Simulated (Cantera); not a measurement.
SiCl4 + O3 + H2 (silicon oxide and oxynitride deposition)

Feed: 1 mol SiCl4, 1.4 mol O3, 8.3 mol H2, at 1525 K.

Cantera equilibrium calculation (NASA polynomials, part measured and part estimated; ideal gas, pure solids and liquids). Candidate condensed phases: H2O, Si, SiO2; 30 gas species. The tables hold silica as quartz up to 1696 K and as liquid above; real silica turns to tridymite and cristobalite and melts near 1996 K. Gases not in the tables: Si(OH)4. The numbers say what is thermodynamically allowed, not how fast it happens.

```csv
P (Pa),x H2,x HCl,x H2O,x H,x Cl,n SiO2(β-quartz)
5,0.397,0.386,0.213,0.00211,0.00164,0.999
15,0.397,0.387,0.213,0.00122,0.000951,1.000
45,0.398,0.388,0.213,0.000703,0.000550,1.000
140,0.398,0.388,0.214,0.000399,0.000312,1.000
410,0.398,0.388,0.214,0.000233,0.000182,1.000
1200,0.398,0.388,0.214,0.000136,0.000107,1.000
3700,0.398,0.388,0.214,7.76e-5,6.07e-5,1.000
11000,0.398,0.388,0.214,4.50e-5,3.52e-5,1.000
33000,0.398,0.388,0.214,2.60e-5,2.03e-5,1.00
100000,0.398,0.388,0.214,1.49e-5,1.17e-5,1.00
```
x: gas mole fraction; n: condensed amount in mol.

From 5.00 Pa to 100000 Pa the condensed part is SiO2(β-quartz).
